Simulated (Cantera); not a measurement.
Cantera run:

```python
import numpy as np
import cantera as ct

gas_names = """
    B BH BH2 BH3 BO BO2 B2 B2O B2O2 B2O3 B3O3H3 H HBO HBO2 HO2 H2 H2O H2O2 H3B3O6 O OH O2 O3
""".split()
cond_names = """
    B(b) B(L) B2O3(L) B3O3H3(cr) H2O(s) H2O(L)
""".split()


# ... load() reads the species with a 1 bar reference pressure and builds the phases ...
atoms = {
    'B2O3': {'B': 2, 'O': 3},
    'H2': {'H': 2},
    'H2O': {'H': 2, 'O': 1},
}
top_T = {}  # K; cautious upper limits of use, not melting points


# ... equilibrate(T, P, feed) seeds the gas with the atoms and calls Mixture.equilibrate('TP', solver="vcs", rtol=1e-11, max_steps=5000) ...
results = []
feed = {'B2O3': 1, 'H2': 10, 'H2O': 0.23}  # mol
P = 1000  # Pa
for T in [900, 975, 1050, 1125, 1200, 1275, 1350, 1425, 1500]:
    mix = equilibrate(T, P, feed)
    results.append((T, P, feed, dict(zip(mix.species_names, mix.species_moles))))
    x = sorted(zip(gas.X, gas.species_names), reverse=True)
    print(f"T = {T:g} K  P = {P:g} Pa  gas = {mix.phase_moles(0):.4g} mol")
    print("   x: " + "  ".join(f"{s} {v:.3e}" for v, s in x if v > 0.001))
    print("   condensed (mol): " + ("  ".join(f"{mix.phase(i).name} {mix.phase_moles(i):.4g}"
          for i in range(1, mix.n_phases) if mix.phase_moles(i) > 1e-12) or "none"))
```

Output:

```
T = 900 K  P = 1000 Pa  gas = 10.23 mol
   x: H2 9.775e-01  H2O 2.246e-02
   condensed (mol): B2O3(L) 0.9997
T = 975 K  P = 1000 Pa  gas = 10.23 mol
   x: H2 9.775e-01  H2O 2.246e-02
   condensed (mol): B2O3(L) 0.9997
T = 1050 K  P = 1000 Pa  gas = 10.23 mol
   x: H2 9.775e-01  H2O 2.242e-02
   condensed (mol): B2O3(L) 0.9993
T = 1125 K  P = 1000 Pa  gas = 10.23 mol
   x: H2 9.773e-01  H2O 2.227e-02
   condensed (mol): B2O3(L) 0.9979
T = 1200 K  P = 1000 Pa  gas = 10.24 mol
   x: H2 9.769e-01  H2O 2.185e-02  HBO2 1.229e-03
   condensed (mol): B2O3(L) 0.9936
T = 1275 K  P = 1000 Pa  gas = 10.25 mol
   x: H2 9.759e-01  H2O 2.082e-02  HBO2 3.268e-03
   condensed (mol): B2O3(L) 0.983
T = 1350 K  P = 1000 Pa  gas = 10.27 mol
   x: H2 9.737e-01  H2O 1.868e-02  HBO2 7.494e-03
   condensed (mol): B2O3(L) 0.9604
T = 1425 K  P = 1000 Pa  gas = 10.31 mol
   x: H2 9.693e-01  H2O 1.508e-02  HBO2 1.476e-02
   condensed (mol): B2O3(L) 0.9178
T = 1500 K  P = 1000 Pa  gas = 10.39 mol
   x: H2 9.612e-01  HBO2 2.474e-02  H2O 1.041e-02  B2O3 2.169e-03  HBO 1.247e-03
   condensed (mol): B2O3(L) 0.8423
```

These are equilibrium values from Cantera (NASA tables, ideal gas, pure condensed phases), not measurements of a reactor. Gases not in the tables: H3BO3.
